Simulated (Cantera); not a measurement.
A closed system holds: 1 mol (CH3)2SiCl2, 0.15 mol C2H2, 280 mol H2, held at 2475 K and 75.0 Torr.

These are equilibrium values from Cantera (NASA tables, ideal gas, pure condensed phases), not measurements of a reactor. Candidate condensed phases: C, C6H6, C7H8, C8H18, Si, SiC; 109 gas species. The feed counts by its element totals alone. The tables' values for SiCl are old estimates; treat these amounts as uncertain. Gases not in the tables: Si2H6 and higher silanes. The numbers say what is thermodynamically allowed, not how fast it happens.

Base state: H2 0.918, H 0.0682, HCl 0.00640, C2H2 (acetylene) 0.00356, Si 0.00267, Cl 0.000337, SiC2 0.000257, SiH 0.000222 (mole fractions); condensed: gas only.

Question: What changes in the equilibrium state with this change: temperature from 2475 K to 2123 K?

Answer: 
| species | before | after |
|---|---|---|
| H2 | 0.918 | 0.980 |
| H | 0.0682 | 0.0112 |
| HCl | 0.00640 | 0.00692 |
| Si | 0.00267 | 0.000143 |
| C2H | 1.80e-5 | 5.16e-7 |
| SiC2 | 0.000257 | 1.01e-5 |
| Si2C | 6.81e-5 | 6.38e-6 |
| C(graphite), mol | 0 | 0.415 |
| SiC(s), mol | 0 | 0.937 |
